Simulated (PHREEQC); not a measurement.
1 kg of water holding 0.066 mol/kgw NaCl and 0.19 mol/kgw NaOH meets 20 L of dry gas (CH4 1 by moles) at fixed total pressure, at 10 atm; fugacities by Peng-Robinson. The gases take part in no redox reaction, some water evaporates into the gas, and hydrates or a liquid gas phase aren't modelled. Nothing may precipitate in this run.

All values are PHREEQC results (ion-association model, phreeqc.dat), not measurements.

| T (°C) | dissolved CH4 (mol/kgw) | φ of CH4 |
|---|---|---|
| 10 | 0.0212 | 0.974 |
| 20 | (withheld) | 0.977 |
| 30 | 0.0130 | 0.979 |
| 40 | (withheld) | 0.981 |
| 50 | (withheld) | 0.983 |
| 60 | (withheld) | 0.985 |
| 70 | 0.00874 | 0.986 |
| 80 | (withheld) | 0.988 |
| 90 | 0.00832 | 0.989 |

Task: What belongs in the gaps?

Result: 
- 20, dissolved CH4 (mol/kgw): 0.0160
- 40, dissolved CH4 (mol/kgw): 0.0111
- 50, dissolved CH4 (mol/kgw): 0.00994
- 60, dissolved CH4 (mol/kgw): 0.00920
- 80, dissolved CH4 (mol/kgw): 0.00847

Species that the database lacks are ignored. At this temperature some constants are extrapolated from 25 °C, and those without enthalpy data are left unchanged.
